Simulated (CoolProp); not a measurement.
Methanol along the isotherm 424.5 K: fugacity coefficient from the reference equation and from simpler models built on Tc = 513.4 K, pc = 8216 kPa, ω = 0.565; each cubic takes its own stable root.

Computed with CoolProp (reference Helmholtz-energy equation of state, de Reuck 1993).

| p (kPa) | phase | reference |
|---|---|---|
| 373 | gas | 0.9654 |
| 747 | gas | 0.9291 |
| 1120 | gas | 0.8900 |
| 1490 | liquid | 0.8242 |
| 1870 | liquid | 0.6602 |
| 2240 | liquid | 0.5540 |
| 2610 | liquid | 0.4780 |
| 2990 | liquid | 0.4195 |
| 3360 | liquid | 0.3752 |
| 3730 | liquid | 0.3397 |
| 4110 | liquid | 0.3100 |

Problem. How far does each simpler model (van der Waals, Redlich-Kwong, Soave-Redlich-Kwong, Peng-Robinson) lie from the reference over these 11 states: mean and median of the absolute difference, and the worst?

Solution. 
- van der Waals: mean 60.4 %, median 57.6 %, worst +130.2 % at 424.5 K and 4110 kPa
- Redlich-Kwong: mean 40.2 %, median 52.2 %, worst +69.5 % at 424.5 K and 4110 kPa
- Soave-Redlich-Kwong: mean 5.4 %, median 6.7 %, worst +7.7 % at 424.5 K and 4110 kPa
- Peng-Robinson: mean 3.9 %, median 4.9 %, worst +5.5 % at 424.5 K and 4110 kPa

At some of these states van der Waals, Redlich-Kwong gives the other phase, because its saturation line lies elsewhere.
